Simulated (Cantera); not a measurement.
What does this Cantera script print?

```python
import numpy as np
import cantera as ct

surf = ct.Interface("diamond.yaml", "diamond_100")
gas, bulk = surf.adjacent["gas"], surf.adjacent["diamond"]
k = surf.kinetics_species_index(bulk.species_names[0])
cover = ["c6HH", "c6H*", "c6*H", "c6**", "c6HM", "c6B"]

rows, drift = [], 0.0
print(f"{'xH':>10s}{'um/h':>11s}" + "".join(f"{s:>11s}" for s in cover))
for v in [0.0001, 0.00023, 0.00054, 0.0012, 0.0029, 0.0066, 0.015, 0.036, 0.082]:
    T, P, xH, xCH3 = 1400, 9800, v, 2.8e-05
    gas.TPX = T, P, {"H": xH, "CH3": xCH3, "CH4": 0.0031, "H2": 1 - xH - xCH3 - 0.0031}
    surf.TP = bulk.TP = T, P
    surf.coverages = "c6H*:0.1, c6HH:0.9"
    surf.advance_coverages(100.0)
    before = surf.coverages
    surf.advance_coverages(100.0)
    drift = max(drift, np.max(np.abs(surf.coverages - before) / (surf.coverages + 1e-9)))
    rate = surf.net_production_rates[k] * bulk.mean_molecular_weight / bulk.density * 3.6e9
    rows.append([rate, *surf[cover].coverages])
    print(f"{v:10.4g}{rate:11.4e}" + "".join(f"{x:11.3e}" for x in rows[-1][1:]))
```

It prints:

```
        xH       um/h       c6HH       c6H*       c6*H       c6**       c6HM        c6B
    0.0001 4.2107e-03  7.134e-01  2.792e-02  2.556e-01  3.116e-03  6.163e-06  1.143e-11
   0.00023 2.4885e-02  5.774e-01  4.071e-02  3.726e-01  9.252e-03  9.236e-06  6.753e-11
   0.00054 1.0236e-01  4.635e-01  5.073e-02  4.643e-01  2.131e-02  1.245e-05  2.778e-10
    0.0012 2.5712e-01  3.958e-01  5.596e-02  5.121e-01  3.601e-02  1.554e-05  6.977e-10
    0.0029 4.8568e-01  3.557e-01  5.852e-02  5.351e-01  5.055e-02  1.861e-05  1.318e-09
    0.0066 7.0716e-01  3.378e-01  5.948e-02  5.432e-01  5.943e-02  2.032e-05  1.919e-09
     0.015 9.6663e-01  3.295e-01  5.999e-02  5.462e-01  6.428e-02  2.057e-05  2.623e-09
     0.036 1.3941e+00  3.255e-01  6.053e-02  5.470e-01  6.686e-02  1.909e-05  3.783e-09
     0.082 2.0394e+00  3.238e-01  6.145e-02  5.465e-01  6.820e-02  1.593e-05  5.534e-09
```

Computed with Cantera and the Harris–Goodwin 1993 mechanism for the reconstructed diamond (100) surface.
